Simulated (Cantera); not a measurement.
What does this Cantera script print?

```python
import numpy as np
import cantera as ct

surf = ct.Interface("ptcombust.yaml", "Pt_surf")
gas = surf.adjacent["gas"]
gas.TPX = 950, 101325, {'CH4': 0.0065, 'O2': 0.034, 'N2': 0.79}
surf.TP = 950, 101325
reactor = ct.FlowReactor(gas, clone=False)
reactor.area = 0.0001  # m2
reactor.surface_area_to_volume_ratio = 1600  # 1/m
reactor.mass_flow_rate = 0.04 * reactor.area * gas.density  # inlet velocity 0.04 m/s
reactor.energy_enabled = False
wall = ct.ReactorSurface(surf, reactor, clone=False)
net = ct.ReactorNet([reactor])
net.rtol, net.atol = 1e-8, 1e-16
show, cover = ['CH4', 'O2', 'H2O', 'CO2', 'CO'], ['PT(S)', 'H(S)', 'O(S)', 'OH(S)', 'CO(S)', 'C(S)']

rows = []
print(f"{'z/m':>9s}{'u/(m/s)':>9s}" + "".join(f"{s:>13s}" for s in show + cover))
for z in [0.00011, 0.00024, 0.00051, 0.0011, 0.0024, 0.0051, 0.011]:
    net.advance(z)
    rows.append([reactor.speed, *gas[show].X, *surf[cover].coverages])
    print(f"{z:9.4g}{rows[-1][0]:9.3g}" + "".join(f"{x:13.4e}" for x in rows[-1][1:]))
```

Result:

```
      z/m  u/(m/s)          CH4           O2          H2O          CO2           CO        PT(S)         H(S)         O(S)        OH(S)        CO(S)         C(S)
  0.00011     0.04   5.9115e-03   3.7112e-02   3.8286e-03   1.9114e-03   2.5950e-06   1.9452e-01   1.2998e-07   8.0412e-01   1.3426e-03   1.3453e-05   6.4321e-08
  0.00024     0.04   4.1773e-03   3.3647e-02   7.2939e-03   3.6443e-03   1.8551e-06   1.9840e-01   1.8423e-07   7.9973e-01   1.8582e-03   1.0003e-05   4.7825e-08
  0.00051     0.04   1.9451e-03   2.9189e-02   1.1753e-02   5.8736e-03   8.7819e-07   2.0408e-01   2.4421e-07   7.9354e-01   2.3785e-03   5.0086e-06   2.3946e-08
   0.0011     0.04   3.2867e-04   2.5961e-02   1.4980e-02   7.4872e-03   1.5058e-07   2.0873e-01   2.8575e-07   7.8856e-01   2.7053e-03   8.9714e-07   4.2887e-09
   0.0024     0.04   5.8700e-06   2.5316e-02   1.5626e-02   7.8096e-03   2.9109e-09   2.0972e-01   2.9407e-07   7.8750e-01   2.7673e-03   1.6333e-08   7.7540e-11
   0.0051     0.04   1.3469e-09   2.5304e-02   1.5638e-02   7.8158e-03   1.6988e-10   2.0974e-01   2.9423e-07   7.8748e-01   2.7685e-03   9.2321e-11   1.7796e-14
    0.011     0.04   5.6868e-13   2.5303e-02   1.5639e-02   7.8162e-03   1.0682e-10   2.0975e-01   2.9424e-07   7.8748e-01   2.7686e-03   5.5913e-11   7.5149e-18
```

Model: Deutschmann's 1995 Pt surface mechanism with GRI-Mech 3.0 gas chemistry, integrated in Cantera. Catalytic surfaces can have several steady states; this one follows from the mechanism file's or the stated starting coverage. Mass transfer to the wall is taken as infinitely fast.
